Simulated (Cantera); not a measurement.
# Thermodynamics of abatement and gas-phase synthesis, feed CO2 + O2 + N2

A closed system holds: 1 mol CO2, 0.028 mol O2, 0.55 mol N2, held at 85.0 mbar.

Equilibrium computed with Cantera from the NASA thermochemical tables; the gas is ideal and each condensed phase is pure. Candidate condensed phases: C; 24 gas species. Equilibrium is a limit: real reactors are often held back by kinetics, nucleation or transport.

```tsv
T (K)	x CO2	x CO	x N2	x O	x O2	x NO	x N	x NO2
1525	0.634	0.000116	0.348	2.58e-6	0.0177	0.000266	<1e-12	1.12e-7
1675	0.633	0.000829	0.348	1.57e-5	0.0179	0.000511	6.78e-12	1.45e-7
1825	0.628	0.00412	0.347	7.32e-5	0.0193	0.000909	1.15e-10	1.92e-7
1975	0.614	0.0146	0.345	0.000292	0.0240	0.00160	1.26e-9	2.85e-7
2125	0.583	0.0380	0.340	0.00105	0.0345	0.00282	9.87e-9	4.74e-7
2275	0.529	0.0787	0.332	0.00336	0.0523	0.00482	5.86e-8	8.13e-7
2425	0.451	0.137	0.319	0.00938	0.0763	0.00770	2.77e-7	1.31e-6
2575	0.355	0.206	0.303	0.0227	0.102	0.0113	1.08e-6	1.90e-6
2725	0.255	0.276	0.285	0.0479	0.121	0.0151	3.62e-6	2.41e-6
2875	0.168	0.333	0.266	0.0885	0.127	0.0184	1.06e-5	2.66e-6
3025	0.101	0.370	0.249	0.144	0.116	0.0205	2.80e-5	2.54e-6
3175	0.0567	0.388	0.234	0.208	0.0921	0.0211	6.72e-5	2.11e-6
3325	0.0302	0.394	0.223	0.269	0.0641	0.0200	0.000150	1.53e-6
```
x: gas mole fraction; nothing condenses.

From 1525 K to 3325 K nothing is condensed. The main C-bearing gas is CO2 at 1525 K and CO at 3325 K.
